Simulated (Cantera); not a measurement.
A perfectly stirred reactor is fed with CH4 : H2 = 0.0045 : 1 (molar parts), at 285 Torr; it is held at 1523 K, and followed from long to short residence time.

Computed with Cantera and GRI-Mech 3.0 (53 species, 325 reactions). GRI-Mech 3.0 stops at C3 and has no aromatics, soot or wall deposition, so with more carbon than oxygen in the feed, carbon stays in small species such as C2H2 where larger ones or solid carbon would form.

Task: What does this change do: temperature 1523 to 2875 K?

Result: 
```tsv
quantity	before	after
x(CH4) at τ = 3.00 s	0.00431	5.57e-6
x(H2) at τ = 3.00 s	0.996	0.840
x(C2H) at τ = 3.00 s	6.32e-12	5.31e-5
x(C2H4) at τ = 3.00 s	6.94e-6	1.44e-7
x(CH2) at τ = 3.00 s	1.04e-10	5.75e-6
x(CH4) at τ = 31.0 ms	0.00448	9.64e-6
x(H2) at τ = 31.0 ms	0.995	0.844
x(C2H) at τ = 31.0 ms	<1e-12	5.13e-5
x(C2H4) at τ = 31.0 ms	2.73e-7	1.52e-7
x(CH2) at τ = 31.0 ms	6.93e-11	9.34e-6
```
